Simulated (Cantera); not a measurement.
Input: 1 mol V2O5, 0.44 mol H2, 2.8 mol H2O, held at 1950 °C and 0.180 bar.

Equilibrium computed with Cantera from the NASA thermochemical tables; the gas is ideal and each condensed phase is pure. Candidate condensed phases: H2O, V, VO, V2O3, V2O4, V2O5; 12 gas species. Condensed phases not in the tables: the oxides between V2O3 and V2O5 other than VO2. Equilibrium is a limit: real reactors are often held back by kinetics, nucleation or transport.

Base state: H2O 0.868, O2 0.0762, VO2 0.0236, OH 0.0192, H2 0.00975, O 0.00203, H 0.00149 (mole fractions); condensed: V2O4(l).

### Question
What changes in the equilibrium state with this change: V2O5 replaced by Fe3O4?

### Answer
```json
[
 {"species": "H2O", "before": "0.868", "after": "0.888"},
 {"species": "O2", "before": "0.0762", "after": "0.0780"},
 {"species": "OH", "before": "0.0192", "after": "0.0195"},
 {"species": "VO2", "before": "0.0236", "after": "0"},
 {"species": "Fe(OH)2", "before": "0", "after": "0.000855"},
 {"species": "FeO", "before": "0", "after": "0.000295"},
 {"species": "Fe", "before": "0", "after": "0.000102"},
 {"species": "O", "before": "0.00203", "after": "0.00206"},
 {"species": "H2", "before": "0.00975", "after": "0.00985"},
 {"species": "V2O4(l), mol", "before": "0.957", "after": "0"},
 {"species": "FeO(l), mol", "before": "0", "after": "3.00"}
]
```
The tables' stoichiometric FeO is somewhat more stable than real wüstite, so its field is too wide. FeO: taken at fixed stoichiometry. Further candidate phases: Fe, FeO, Fe(OH)2, Fe(OH)3, Fe2O3, Fe3O4.

### Question
What changes in the equilibrium state with this change: V2O5 replaced by FeS?

### Answer
```tsv
species	before	after
H2	0.00975	0.432
H2O	0.868	0.362
S2	0	0.0708
O2	0.0762	6.76e-6
SO2	0	0.0373
SO	0	0.0309
VO2	0.0236	0
SH	0	0.0195
H2S	0	0.0167
Fe	0	0.0109
OH	0.0192	0.00120
S	0	0.00743
S2O	0	0.000772
V2O4(l), mol	0.957	0
FeO(l), mol	0	0.955
```
The tables' stoichiometric FeO is somewhat more stable than real wüstite, so its field is too wide. FeO: taken at fixed stoichiometry. Further candidate phases: Fe, FeO, Fe(OH)2, Fe(OH)3, FeS, FeSO4, FeS2, Fe2O3, Fe2(SO4)3, Fe3O4, H2SO4, S.

### Question
What changes in the equilibrium state with this change: temperature from 1950 °C to 1775 °C?

### Answer
| species | before | after |
|---|---|---|
| H2O | 0.868 | 0.904 |
| O2 | 0.0762 | 0.0779 |
| OH | 0.0192 | 0.00928 |
| VO2 | 0.0236 | 0.00432 |
| H | 0.00149 | 0.000296 |
| O | 0.00203 | 0.000631 |
| H2 | 0.00975 | 0.00314 |
| V2O4(l), mol | 0.957 | 0.992 |
